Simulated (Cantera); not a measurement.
What does this Cantera script print?

```python
import numpy as np
import cantera as ct

gas_names = [...]  # 109 gases of nasa_gas.yaml made of C, Cl, H, Si
cond_names = """
    C(gr) C6H6(L) C7H8(L) C8H18(L),n-octa Si(cr) Si(L) SiC(b)
""".split()


# ... load() reads the species with a 1 bar reference pressure and builds the phases ...
atoms = {
    'CH3Cl': {'C': 1, 'H': 3, 'CL': 1},
    'Si': {'Si': 1},
    'H2': {'H': 2},
}
top_T = {'C(gr)': 4500, 'SiC(b)': 3050}  # K; cautious upper limits of use, not melting points


# ... equilibrate(T, P, feed) seeds the gas with the atoms and calls Mixture.equilibrate('TP', solver="vcs", rtol=1e-11, max_steps=5000) ...
results = []
feed = {'CH3Cl': 1, 'Si': 0.055, 'H2': 0.83}  # mol
P = 100000  # Pa
for T in [1350, 1450, 1550, 1650, 1750, 1850, 1950, 2050, 2150]:
    mix = equilibrate(T, P, feed)
    results.append((T, P, feed, dict(zip(mix.species_names, mix.species_moles))))
    x = sorted(zip(gas.X, gas.species_names), reverse=True)
    print(f"T = {T:g} K  P = {P:g} Pa  gas = {mix.phase_moles(0):.4g} mol")
    print("   x: " + "  ".join(f"{s} {v:.3e}" for v, s in x if v > 0.0001))
    print("   condensed (mol): " + ("  ".join(f"{mix.phase(i).name} {mix.phase_moles(i):.4g}"
          for i in range(1, mix.n_phases) if mix.phase_moles(i) > 1e-12) or "none"))
```

Output:

```
T = 1350 K  P = 100000 Pa  gas = 2.771 mol
   x: H2 6.913e-01  HCL 2.861e-01  SiCL4 1.585e-02  CH4 2.755e-03  SiHCL3 2.193e-03  SiCL3 1.263e-03  SiCL2 5.016e-04
   condensed (mol): C(gr) 0.9924
T = 1450 K  P = 100000 Pa  gas = 2.781 mol
   x: H2 6.882e-01  HCL 2.905e-01  SiCL4 1.219e-02  SiCL3 2.741e-03  SiHCL3 2.489e-03  SiCL2 2.252e-03  CH4 1.564e-03
   condensed (mol): C(gr) 0.9956  SiC(b) 7.226e-05
T = 1550 K  P = 100000 Pa  gas = 2.803 mol
   x: H2 6.726e-01  HCL 3.120e-01  SiCL4 5.700e-03  SiCL2 4.245e-03  SiCL3 2.947e-03  SiHCL3 1.511e-03  CH4 9.197e-04
   condensed (mol): C(gr) 0.9829  SiC(b) 0.01444
T = 1650 K  P = 100000 Pa  gas = 2.815 mol
   x: H2 6.657e-01  HCL 3.206e-01  SiCL2 6.815e-03  SiCL3 2.783e-03  SiCL4 2.494e-03  SiHCL3 8.697e-04  CH4 5.889e-04
   condensed (mol): C(gr) 0.9798  SiC(b) 0.01837
T = 1750 K  P = 100000 Pa  gas = 2.821 mol
   x: H2 6.639e-01  HCL 3.214e-01  SiCL2 9.839e-03  SiCL3 2.457e-03  SiCL4 1.090e-03  SiHCL3 4.980e-04  CH4 4.025e-04  H 1.895e-04
   condensed (mol): C(gr) 0.9827  SiC(b) 0.01571
T = 1850 K  P = 100000 Pa  gas = 2.825 mol
   x: H2 6.646e-01  HCL 3.182e-01  SiCL2 1.323e-02  SiCL3 2.106e-03  SiCL4 4.932e-04  H 4.392e-04  SiHCL3 2.912e-04  CH4 2.892e-04  C2H2,acetylene 1.738e-04  CL 1.598e-04
   condensed (mol): C(gr) 0.9888  SiC(b) 0.009341
T = 1950 K  P = 100000 Pa  gas = 2.827 mol
   x: H2 6.664e-01  HCL 3.126e-01  SiCL2 1.691e-02  SiCL3 1.784e-03  H 9.357e-04  C2H2,acetylene 3.642e-04  CL 3.291e-04  SiCL4 2.338e-04  CH4 2.160e-04  SiHCL3 1.755e-04
   condensed (mol): C(gr) 0.9964  SiC(b) 0.000847
T = 2050 K  P = 100000 Pa  gas = 2.831 mol
   x: H2 6.650e-01  HCL 3.122e-01  SiCL2 1.784e-02  H 1.850e-03  SiCL3 1.322e-03  C2H2,acetylene 7.060e-04  CL 6.429e-04  CH4 1.649e-04  SiCL4 1.046e-04
   condensed (mol): C(gr) 0.9955
T = 2150 K  P = 100000 Pa  gas = 2.835 mol
   x: H2 6.627e-01  HCL 3.118e-01  SiCL2 1.820e-02  H 3.433e-03  C2H2,acetylene 1.284e-03  CL 1.182e-03  SiCL3 9.815e-04  CH4 1.290e-04
   condensed (mol): C(gr) 0.9923
```

These are equilibrium values from Cantera (NASA tables, ideal gas, pure condensed phases), not measurements of a reactor. The tables' values for SiCl3, SiCl are old estimates; treat these amounts as uncertain.
